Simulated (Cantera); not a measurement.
What does this Cantera script print?

```python
import numpy as np
import cantera as ct

gas_names = """
    O2 N2
""".split()
cond_names = """
    V(cr) VN(s) VO(s) V2O3(s) V2O4(II) V2O5(L)
""".split()


# ... load() reads the species with a 1 bar reference pressure and builds the phases ...
species = {s.name: s for s in load("nasa_gas.yaml", gas_names) + load("nasa_condensed.yaml", cond_names)}
T = 1775
g = {n: (s.thermo.h(T) - T * s.thermo.s(T)) / (ct.gas_constant * T * np.log(10)) for n, s in species.items()}
valid = cond_names  # the entries whose range holds T


def stable(la, lb):
    # potentials (over RT ln 10) of the two non-metals from log10 p(O2) and log10 p(N2) in bar
    mu = {}
    mu["O"] = (g["O2"] + la) / 2
    mu["N"] = (g["N2"] + lb) / 2
    cost = {}
    for n in valid:
        c = species[n].composition
        cost[n] = (g[n] - sum(c.get(e, 0) * m for e, m in mu.items())) / c["V"]
    return min(cost, key=cost.get)


results = []
for lb in [0, -1.2, -2.3, -3.5, -4.7, -5.8, -7, -8.2, -9.3, -10.5, -11.7, -12.8, -14]:
    row = [stable(la, lb) for la in [-7, -6.7, -6.3, -6, -5.7, -5.3, -5, -4.7, -4.3, -4, -3.7, -3.3, -3, -2.7, -2.3, -2, -1.7, -1.3, -1, -0.7, -0.3, 0]]
    results.append(row)
    print(f"{lb:6.1f}  " + " ".join(f"{valid.index(n):x}" for n in row))
print("key: " + ", ".join(f"{i:x} {n}" for i, n in enumerate(valid)))
```

It prints:

```
   0.0  3 3 3 3 3 3 3 3 4 4 4 4 4 4 4 4 4 4 4 5 5 5
  -1.2  3 3 3 3 3 3 3 3 4 4 4 4 4 4 4 4 4 4 4 5 5 5
  -2.3  3 3 3 3 3 3 3 3 4 4 4 4 4 4 4 4 4 4 4 5 5 5
  -3.5  3 3 3 3 3 3 3 3 4 4 4 4 4 4 4 4 4 4 4 5 5 5
  -4.7  3 3 3 3 3 3 3 3 4 4 4 4 4 4 4 4 4 4 4 5 5 5
  -5.8  3 3 3 3 3 3 3 3 4 4 4 4 4 4 4 4 4 4 4 5 5 5
  -7.0  3 3 3 3 3 3 3 3 4 4 4 4 4 4 4 4 4 4 4 5 5 5
  -8.2  3 3 3 3 3 3 3 3 4 4 4 4 4 4 4 4 4 4 4 5 5 5
  -9.3  3 3 3 3 3 3 3 3 4 4 4 4 4 4 4 4 4 4 4 5 5 5
 -10.5  3 3 3 3 3 3 3 3 4 4 4 4 4 4 4 4 4 4 4 5 5 5
 -11.7  3 3 3 3 3 3 3 3 4 4 4 4 4 4 4 4 4 4 4 5 5 5
 -12.8  3 3 3 3 3 3 3 3 4 4 4 4 4 4 4 4 4 4 4 5 5 5
 -14.0  3 3 3 3 3 3 3 3 4 4 4 4 4 4 4 4 4 4 4 5 5 5
key: 0 V(cr), 1 VN(s), 2 VO(s), 3 V2O3(s), 4 V2O4(II), 5 V2O5(L)
```

Source: NASA polynomial tables (part measured, part estimated), evaluated in Cantera. VN, VO: taken at fixed stoichiometry. Not in the tables: V3O5 to V6O13, V2N.
